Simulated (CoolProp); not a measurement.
Vapour-liquid equilibrium of R152A (1) + isobutene (2) at 13.55 °C; x and y are mole fractions of (1).

Model: multi-fluid Helmholtz-energy mixture model, Outcalt 1996 and Lemmon 2005; pair parameters Bell 2016, in CoolProp.

Task: Give the bubble pressure and the first vapour's composition at x = 0.35, 0.725, 0.875. Is there an azeotrope?

Result: x = 0.35: 370.3 kPa, y = 0.563; x = 0.725: 423.1 kPa, y = 0.767; x = 0.875: 427.6 kPa, y = 0.871. y crosses x between x = 0.8 and 0.875: the model has an azeotrope there.

Pair parameters are fitted to limited data, so mixtures are less certain than the pure fluids.
